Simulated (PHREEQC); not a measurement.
A made-up water analysis in mg/L, 70 °C, pH 4.04, pe 8.6: Na 66.3; K 104; Ca 169; Mg 52.2; Cl 211; S(6) as SO4 590; Cd 0.506; O(0) (dissolved oxygen) 6.77; P as PO4 1.49.

Valence states are taken as typed.

The numbers come from PHREEQC with the ion-association model, wateq4f.dat.

No solid was allowed to form.

Question: What ionic strength, charge-balance error does the model give?

Answer: ionic strength 0.0226 mol/kgw; charge-balance error 0.7 %.

Question: In which forms is Cd present?

Answer: Cd+2 56 %, CdSO4 23 %, CdCl+ 19 %, Cd(SO4)2-2 0.8 % of the Cd.

H3PO4, which wateq4f.dat lacks, is added to it with the constant of phreeqc.dat. Constants without temperature data keep their 25 °C values here. The database has no phosphate complexes of Cd.
